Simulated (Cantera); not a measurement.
Charge: 1 mol Fe, 1.3 mol HCl, 0.13 mol N2, 0.092 mol Cl2, equilibrated at 0.0100 bar.

Cantera equilibrium calculation (NASA polynomials, part measured and part estimated; ideal gas, pure solids and liquids). Candidate condensed phases: Fe, FeCl2, FeCl3, NH4Cl; 18 gas species. The numbers say what is thermodynamically allowed, not how fast it happens.

**Question.** Which condensed phases are stable at each of these points (T (K)): 923, 973, 1023, 1073, 1123, 1173, 1223, 1273, 1323, 1373, 1423, 1473?

**Answer.** 
| T (K) | condensed phases | Fe condensed (%) |
|---|---|---|
| 923 | Fe(α) | 65.6 |
| 973 | Fe(α) | 64.0 |
| 1023 | Fe(α) | 62.2 |
| 1073 | Fe(α) | 60.6 |
| 1123 | Fe(α) | 59.0 |
| 1173 | Fe(α) | 57.6 |
| 1223 | Fe(γ) | 56.4 |
| 1273 | Fe(γ) | 55.2 |
| 1323 | Fe(γ) | 54.2 |
| 1373 | Fe(γ) | 53.2 |
| 1423 | Fe(γ) | 52.4 |
| 1473 | Fe(γ) | 51.6 |

From 923 K to 1173 K the condensed part is Fe(α). From 1223 K to 1473 K the condensed part is Fe(γ).
